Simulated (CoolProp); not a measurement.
Vapour-liquid equilibrium of ethane (1) + propylene (2) at 0.573 MPa; x and y are mole fractions of (1).

Values from CoolProp's multi-fluid Helmholtz-energy mixture model, Bücker 2006 and Lemmon 2013; pair parameters Bell 2016.

```tsv
x	bubble temperature, mixture model (K)	bubble temperature, Raoult's law (K)	y, mixture model	y, Raoult's law
0.05	267.9	267.6	0.160	0.182
0.15	259.8	259.3	0.401	0.440
0.25	253.0	252.5	0.569	0.609
0.35	247.3	246.8	0.687	0.724
0.45	242.4	242.0	0.774	0.806
0.55	238.2	237.8	0.839	0.866
0.65	234.5	234.1	0.889	0.910
0.75	231.2	230.9	0.929	0.944
0.85	228.2	228.0	0.962	0.970
0.95	225.5	225.4	0.988	0.991
```

The largest gap from Raoult's law is +0.5 K in bubble temperature, at x = 0.35. No azeotrope shows between x = 0.05 and 0.95.

The pair parameters rest on a limited set of measurements; away from them the model extrapolates.
